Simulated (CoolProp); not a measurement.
Values from CoolProp's reference Helmholtz-energy equation of state, Lemmon 2006. It is a short technical equation, of lower accuracy than the large ones.

Q: Give the vapour pressure (kPa), enthalpy of vaporisation (kJ/kg), vapour Z, liquid viscosity (µPa s) of saturated R141b at 372.6 K.

A: 
```csv
T (K),p (kPa),enthalpy of vaporisation (kJ/kg),vapour Z,liquid viscosity (µPa s)
372.6,669,185,0.861,191
```

Viscosity comes from a separate model (Huber 2003), an estimate that may be off by 10 % or more.
